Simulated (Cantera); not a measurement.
Cantera run:

```python
import numpy as np
import cantera as ct

gas_names = """
    C CH CH2 CH3 CH2OH CH3O CH4 CH3OH CO CO2 COOH C2 C2H CHCO,ketyl C2H2,acetylene C2H2,vinylidene
    CH2CO,ketene C2H3,vinyl CH3CO,acetyl C2H4 C2H4O,ethylen CH3CHO,ethanal CH3COOH (HCOOH)2 C2H5 C2H6
    CH3OCH3 C2H5OH C2O C3 C3H3,propargyl C3H4,allene C3H4,propyne C3H4,cyclo- C3H5,allyl C3H6,propylene
    C3H6,cyclo- C3H6O C3H7,n-propyl C3H7,i-propyl C3H8 C3H8O,1propanol C3H8O,2propanol C3O2 C4 C4H2
    C4H4,1,3-cyclo- C4H6,butadiene C4H6,2-butyne C4H6,cyclo- C4H8,1-butene C4H8,cis2-buten
    C4H8,tr2-butene C4H8,isobutene C4H8,cyclo- (CH3COOH)2 C4H9,n-butyl C4H9,i-butyl C4H9,s-butyl
    C4H9,t-butyl C4H10,isobutane C4H10,n-butane C5 C5H6,1,3cyclo- C5H8,cyclo- C5H10,1-pentene
    C5H10,cyclo- C5H11,pentyl C5H11,t-pentyl C5H12,n-pentane C5H12,i-pentane CH3C(CH3)2CH3 C6H2
    C6H5,phenyl C6H5O,phenoxy C6H6 C6H5OH,phenol C6H10,cyclo- C6H12,1-hexene C6H12,cyclo- C6H13,n-hexyl
    C7H7,benzyl C7H8 C7H8O,cresol C7H14,1-heptene C7H15,n-heptyl C7H16,n-heptane C8H8,styrene
    C8H10,ethylbenz C8H16,1-octene C8H17,n-octyl C8H18,isooctane C8H18,n-octane C9H19,n-nonyl
    C10H8,naphthale C10H21,n-decyl C12H9,o-bipheny C12H10,bipheny Ca CaO CaOH CaO2H2 Ca2 H HCO HO2 H2
    HCHO,formaldehy HCOOH H2O H2O2 O OH O2 O3
""".split()
cond_names = """
    C(gr) C6H6(L) C7H8(L) C8H18(L),n-octa Ca(a) Ca(b) Ca(L) CaCO3(caL) CaO(s) CaO(L) CaO2H2(s) H2O(s)
    H2O(L)
""".split()


def load(file, names, dense=False):
    # The tables refer to 1 bar. Condensed volumes are neglected.
    table = {s.name: s for s in ct.Species.list_from_file(file)}
    out = []
    for n in names:
        d = dict(table[n].input_data)
        d["thermo"] = dict(d["thermo"], **{"reference-pressure": 1e5})
        if dense:
            d["equation-of-state"] = {"model": "constant-volume", "density": "1e6 g/cm^3"}
        out.append(ct.Species.from_dict(d))
    return out


gas = ct.Solution(thermo="ideal-gas", species=load("nasa_gas.yaml", gas_names))
cond = {s.name: ct.Solution(thermo="fixed-stoichiometry", species=[s], name=s.name)
        for s in load("nasa_condensed.yaml", cond_names, dense=True)}
atoms = {
    'Ca(OH)2': {'Ca': 1, 'O': 2, 'H': 2},
    'CO2': {'C': 1, 'O': 2},
}
top_T = {'C(gr)': 4500}  # K; cautious upper limits of use, not melting points


def equilibrate(T, P, feed):
    n = {}
    for name, mol in feed.items():
        for a, k in atoms[name].items():
            n[a] = n.get(a, 0.0) + k * mol
    gas.TPX = T, P, n
    mass = sum(n.values()) * gas.mean_molecular_weight
    gas.equilibrate("TP")
    valid = [c for c in cond.values() if c.min_temp <= T <= top_T.get(c.name, c.max_temp)]
    mix = ct.Mixture([(gas, mass / gas.mean_molecular_weight)] + [(c, 0.0) for c in valid])
    mix.T, mix.P = T, P
    mix.equilibrate("TP", solver="vcs", rtol=1e-11, max_steps=5000)
    return mix


results = []
feed = {'Ca(OH)2': 1, 'CO2': 0.078}  # mol
P = 13332.2  # Pa
for T in [1000, 1100, 1200, 1300, 1400, 1500, 1600, 1700, 1800, 1900]:
    mix = equilibrate(T, P, feed)
    results.append((T, P, feed, dict(zip(mix.species_names, mix.species_moles))))

top = {s: max(r[3][s] / sum(r[3][g] for g in gas_names) for r in results) for s in gas_names}
cols = sorted((s for s in top if top[s] > 0.0001), key=lambda s: -top[s])[:9]
seen = [c for c in cond_names if any(r[3].get(c, 0) > 1e-12 for r in results)]
print("log10 of partial pressures in bar; condensed amounts in mol")
print(f"{'T/K':>10s}" + "".join(f"{s[:9]:>10s}" for s in cols + seen))
for T, P, feed, n in results:
    ng = sum(n[g] for g in gas_names)
    print(f"{T:10.4g}" + "".join(f"{np.log10(max(n[s] / ng * P / 1e5, 1e-99)):10.3f}" for s in cols)
          + "".join(f"{n.get(c, 0):10.4g}" for c in seen))
```

Output:

```
log10 of partial pressures in bar; condensed amounts in mol
       T/K       H2O       CO2        H2        O2        OH        CO         H    CaO(s)
      1000    -0.908    -2.016    -7.215    -7.502    -8.599    -8.480   -12.252         1
      1100    -0.908    -2.016    -6.432    -6.713    -7.630    -7.534   -10.803         1
      1200    -0.908    -2.016    -5.777    -6.052    -6.821    -6.748    -9.594         1
      1300    -0.908    -2.016    -5.223    -5.492    -6.136    -6.085    -8.568         1
      1400    -0.908    -2.016    -4.747    -5.011    -5.549    -5.519    -7.687         1
      1500    -0.908    -2.016    -4.335    -4.593    -5.039    -5.030    -6.922         1
      1600    -0.908    -2.017    -3.973    -4.227    -4.594    -4.604    -6.251         1
      1700    -0.909    -2.019    -3.654    -3.904    -4.200    -4.230    -5.659         1
      1800    -0.911    -2.022    -3.371    -3.617    -3.851    -3.900    -5.131         1
      1900    -0.913    -2.029    -3.117    -3.362    -3.540    -3.609    -4.659         1
```

These are equilibrium values from Cantera (NASA tables, ideal gas, pure condensed phases), not measurements of a reactor.
